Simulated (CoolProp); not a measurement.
Vapour-liquid equilibrium of dimethyl carbonate (1) + n-octane (2) at 0.0221 MPa; x and y are mole fractions of (1).

The numbers come from the multi-fluid Helmholtz-energy mixture model, Zhou 2011 and Beckmüller 2019; pair parameters Bell 2016 in CoolProp.

```tsv
x	bubble temperature, mixture model (K)	bubble temperature, Raoult's law (K)	y, mixture model	y, Raoult's law
0.05	340.4	349.0	0.383	0.142
0.125	331.0	345.4	0.611	0.313
0.2	326.0	342.2	0.705	0.446
0.275	323.4	339.4	0.750	0.553
0.35	322.0	336.9	0.774	0.639
0.425	321.3	334.6	0.787	0.710
0.5	321.0	332.5	0.794	0.770
0.575	320.8	330.5	0.798	0.820
0.65	320.7	328.8	0.802	0.863
0.725	320.6	327.1	0.809	0.900
0.8	320.5	325.6	0.824	0.932
0.875	320.5	324.1	0.854	0.960
0.95	321.0	322.8	0.918	0.985
```

The largest gap from Raoult's law is -16.2 K in bubble temperature, at x = 0.2. y crosses x between x = 0.8 and 0.875: the model has an azeotrope there.

The pair parameters rest on a limited set of measurements; away from them the model extrapolates. With so large a gap from Raoult's law the liquid may split in two, which this calculation doesn't test in full.
